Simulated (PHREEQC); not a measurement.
A solution holds 0.0042 mol/kgw Na2SeO3, 0.0089 mol/kgw H2SO4 and 0.013 mol/kgw FeCl3, at 20 °C. Closed to the air; pH follows from the charge balance.

Computed with PHREEQC (ion-association model, wateq4f.dat).

```json
{
  "pH": "2.04",
  "ionic_strength": "0.0575 mol/kgw",
  "total_alkalinity": "-43.8 meq/kg"
}
```

| species | molality | activity | log γ |
|---|---|---|---|
| Cl- | 0.0374 | 0.0301 | -0.094 |
| H+ | 0.0106 | 0.00903 | -0.071 |
| Na+ | 0.00837 | 0.00684 | -0.088 |
| FeSO4+ | 0.00631 | 0.00516 | -0.087 |
| Fe+3 | 0.00351 | 0.000805 | -0.639 |
| H2SeO3 | 0.00337 | 0.00342 | 0.006 |
| SO4-2 | 0.00147 | 0.000655 | -0.351 |
| FeCl+2 | 0.00139 | 0.000622 | -0.348 |
| FeOH+2 | 0.000951 | 0.000426 | -0.348 |
| HSeO3- | 0.000827 | 0.000674 | -0.089 |
| HSO4- | 0.000634 | 0.000516 | -0.090 |

This is a speciation only: nothing precipitates in the calculation. Examples of supersaturated solids here: Fe2(SeO3)3, Hematite (slow to form). Others may be too. Species that the database lacks are ignored.
